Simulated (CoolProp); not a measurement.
Values from CoolProp's reference Helmholtz-energy equation of state, de Reuck 1993.

Q: For methanol, give the phase and the cp (kJ/(kg K)), Joule-Thomson coefficient (K/MPa) at 55.75 °C and 834 kPa.

A: 
- 55.75 °C and 834 kPa: liquid; cp 2.75, Joule-Thomson coefficient -0.277
